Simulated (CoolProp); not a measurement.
A single-stage vapour-compression cycle with vinyl chloride: evaporating at 297.15 K (dew point), condensing at 341.15 K (bubble point), superheat 5 K, subcooling 0 K, compressor efficiency 0.9, no pressure losses. Each further row changes one setting.

Computed with CoolProp (reference Helmholtz-energy equation of state, Thol 2022).

```csv
case,cooling COP,pressure ratio,discharge temperature (K),refrigerating effect (kJ/kg),volumetric capacity (kJ/m³)
as stated,5.11,3.13,367.7,258,2640
evaporating temperature 302.15 K,5.96,2.70,364.7,261,3080
condensing temperature 336.15 K,5.89,2.79,360.8,266,2730
subcooling 5 K,5.27,3.13,367.7,266,2730
superheat 15 K,5.08,3.13,378.0,267,2630
compressor efficiency 0.8,4.54,3.13,373.3,258,2640
```
